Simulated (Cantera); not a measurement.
A perfectly stirred reactor is fed with 4.54 % CH4, 1.54 % C2H6, 0.209 % C3H8, 19.7 % O2, 74.0 % N2, at 3750 Torr; it is adiabatic with a 475 K inlet, and is followed from long to short residence time, starting on the burning branch (τ in s: 0.14, 0.055, 0.022, 0.0086, 0.0034, 0.0013, 0.00053, 0.00021, 8.4e-05, 3.3e-05).

Cantera simulation using GRI-Mech 3.0 (53 species, 325 reactions); the numbers are that mechanism's predictions, not measurements.

x: mole fraction; the columns are a selection and need not sum to one.

```csv
τ (s),T (K),x CH4,x C2H6,x C3H8,x C2H4,x HCN
0.14,2128,6.41e-7,2.91e-8,___,1.13e-7,5.94e-8
0.055,2128,1.56e-6,7.22e-8,___,2.79e-7,7.78e-8
0.022,2127,3.57e-6,1.74e-7,___,6.62e-7,9.46e-8
0.0086,2122,7.78e-6,4.15e-7,___,1.53e-6,1.15e-7
0.0034,2112,1.56e-5,9.36e-7,___,3.27e-6,1.46e-7
0.0013,2094,3.05e-5,2.09e-6,___,6.58e-6,1.95e-7
0.00053,2066,5.72e-5,4.31e-6,___,1.16e-5,2.69e-7
0.00021,2022,0.000115,9.22e-6,___,1.97e-5,3.96e-7
8.4e-5,1957,0.000254,2.10e-5,___,3.36e-5,6.14e-7
3.3e-5,1838,0.000847,6.86e-5,___,8.62e-5,1.03e-6
```

**Question.** Complete the blanks.

**Answer.** 
- 0.14, x C3H8: 4.16e-9
- 0.055, x C3H8: 1.03e-8
- 0.022, x C3H8: 2.49e-8
- 0.0086, x C3H8: 5.93e-8
- 0.0034, x C3H8: 1.33e-7
- 0.0013, x C3H8: 2.91e-7
- 0.00053, x C3H8: 5.85e-7
- 0.00021, x C3H8: 1.20e-6
- 8.4e-5, x C3H8: 2.61e-6
- 3.3e-5, x C3H8: 8.19e-6
